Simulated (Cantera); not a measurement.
**Hydrogen reduction and annealing atmospheres: Cu2O + H2 + H2O**

A closed system holds: 1 mol Cu2O, 250 mol H2, 0.73 mol H2O, equilibrated at 1.40 mbar.

Method: chemical equilibrium by Gibbs-energy minimisation in Cantera with the NASA 1993 tables (ideal gas, pure condensed phases). Candidate condensed phases: Cu, CuO, Cu(OH)2, Cu2O, H2O; 12 gas species. Equilibrium is a limit: real reactors are often held back by kinetics, nucleation or transport.

From 798 K to 1298 K the condensed part is Cu(s). From 1398 K to 1498 K the condensed part is Cu(l).

```csv
T (K),x H2,x H2O,x Cu,x H,n Cu(s),n Cu(l)
798,0.993,0.00690,<1e-12,7.10e-11,2.00,0
898,0.993,0.00690,1.16e-10,2.91e-9,2.00,0
998,0.993,0.00690,1.03e-8,5.73e-8,2.00,0
1098,0.993,0.00690,3.98e-7,6.59e-7,2.00,0
1198,0.993,0.00690,8.30e-6,5.06e-6,2.00,0
1298,0.993,0.00690,0.000107,2.85e-5,1.97,0
1398,0.992,0.00689,0.000927,0.000126,0,1.77
1498,0.987,0.00686,0.00568,0.000456,0,0.566
```
x: gas mole fraction; n: condensed amount in mol.
